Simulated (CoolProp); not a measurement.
Vapour-liquid equilibrium of CHF3 (R23) (1) + R152A (2) at 227.4 K; x and y are mole fractions of (1).

Values from CoolProp's multi-fluid Helmholtz-energy mixture model, Penoncello 2003 and Outcalt 1996; pair parameters Bell 2016.

Problem. Give the bubble pressure and the first vapour's composition at x = 0.65, 0.725, 0.8. Is there an azeotrope?

Solution. x = 0.65: 3.644 bar, y = 0.962; x = 0.725: 4.067 bar, y = 0.973; x = 0.8: 4.496 bar, y = 0.982. No azeotrope shows between x = 0.05 and 0.95.

Pair parameters are fitted to limited data, so mixtures are less certain than the pure fluids.
